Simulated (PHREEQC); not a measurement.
0.18 g of hydrous ferric oxide (600 m²/g; 0.2 weak and 0.005 strong sites per Fe, Dzombak-Morel constants, diffuse double layer) in 1 kg of water with 0.05 mol/kgw of an inert sodium salt and 5e-05 mol/kgw MnCl2, 0.00091 mol/kgw CaCl2 and 0.0011 mol/kgw CuCl2, at 25 °C; the pH is set by adding NaOH or the inert anion's acid. No oxygen is let in. The system is closed to CO2. Nothing may precipitate in this run.

The series has 17 steps of pH, from 4 to 12.

Model: ion-association model, wateq4f.dat, run in PHREEQC.

Q: Near which pH is half of the Mn sorbed, and on which side is more sorbed?

A: Near pH 9.4, with more sorbed at higher pH.

Q: At which pH does the surface charge pass through zero?

A: Near pH 10.4.

Along this series the solution becomes supersaturated in solids that the run did not let form, among them Pyrochroite, Cu(OH)2, Atacamite. Species that the database lacks are ignored. The database's constant for dissolved Cu(OH)2 is higher than later reviews accept.
